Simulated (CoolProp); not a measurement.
R13 along the isobar 13.1 MPa: density (kg/m³) from the reference equation and from simpler models built on Tc = 29.9 °C, pc = 3.973 MPa, ω = 0.175; each cubic takes its own stable root.

Model: reference Helmholtz-energy equation of state, Platzer 1990, in CoolProp. This equation is an older, rougher fit; its heat capacities, sound speeds and derivatives of the liquid may be far off and weren't checked against measurements.

| T (°C) | phase | reference |
|---|---|---|
| -114.55 | liquid | 1667 |
| -92.15 | liquid | 1594 |
| -69.75 | liquid | 1519 |
| -47.35 | liquid | 1441 |
| -24.95 | liquid | 1358 |
| -2.45 | liquid | 1268 |
| 19.95 | liquid | 1168 |
| 42.35 | supercritical | 1055 |
| 64.75 | supercritical | 927.7 |
| 87.15 | supercritical | 792.1 |
| 109.55 | supercritical | 667.7 |
| 132.05 | supercritical | 569.2 |
| 154.45 | supercritical | 496.8 |
| 176.85 | supercritical | 443.0 |

Question: How far does each simpler model (van der Waals, Soave-Redlich-Kwong) lie from the reference over these 14 states: mean and median of the absolute difference, and the worst?

Answer: 
- van der Waals: mean 20.4 %, median 23.8 %, worst -33.4 % at -114.55 °C and 13.1 MPa
- Soave-Redlich-Kwong: mean 4.1 %, median 4.2 %, worst -7.5 % at 87.15 °C and 13.1 MPa
